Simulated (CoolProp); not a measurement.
Saturation properties of nitrous oxide (Tc = 309.5 K, pc = 7.245 MPa, ω = 0.161).

Model: reference Helmholtz-energy equation of state, Lemmon 2006, in CoolProp. It is a short technical equation, of lower accuracy than the large ones.

| T (K) | p (MPa) | liquid density (kg/m³) | vapour density (kg/m³) | enthalpy of vaporisation (kJ/kg) | liquid cp (kJ/(kg K)) | surface tension (mN/m) |
|---|---|---|---|---|---|---|
| 223.9 | 0.6666 | 1107 | 17.49 | 324.9 | 1.803 | 15.1 |
| 227.9 | 0.7759 | 1093 | 20.24 | 319.0 | 1.819 | 14.2 |
| 231.8 | 0.8947 | 1080 | 23.25 | 313.1 | 1.837 | … |
| 235.8 | 1.030 | 1065 | 26.68 | 306.8 | 1.858 | 12.6 |
| 239.7 | … | 1051 | 30.41 | 300.5 | 1.881 | 11.8 |
| 243.7 | 1.341 | 1036 | 34.67 | 293.7 | 1.907 | 11.0 |
| 247.6 | 1.517 | 1020 | 39.28 | 286.8 | 1.937 | 10.2 |
| 251.6 | 1.715 | 1004 | 44.54 | 279.5 | 1.970 | 9.42 |
| 255.5 | 1.926 | 988.3 | 50.23 | … | 2.008 | 8.66 |
| 259.5 | 2.161 | 971.1 | 56.72 | 263.9 | 2.052 | 7.90 |
| 263.4 | 2.410 | 953.8 | 63.76 | 255.6 | 2.103 | 7.16 |
| 267.4 | 2.686 | 935.3 | 71.83 | 246.6 | 2.164 | … |
| 271.3 | 2.977 | 916.4 | … | 237.3 | 2.234 | 5.71 |
| 275.3 | 3.298 | 896.0 | 90.78 | 227.1 | 2.322 | 5.00 |

Problem. Some entries are withheld; supply them.

Solution. 
- 231.8, surface tension (mN/m): 13.4
- 239.7, p (MPa): 1.176
- 255.5, enthalpy of vaporisation (kJ/kg): 272.0
- 267.4, surface tension (mN/m): 6.42
- 271.3, vapour density (kg/m³): 80.63

It boils at 184.7 K under 1 atm.

Surface tension comes from a separate correlation (Mulero 2012).
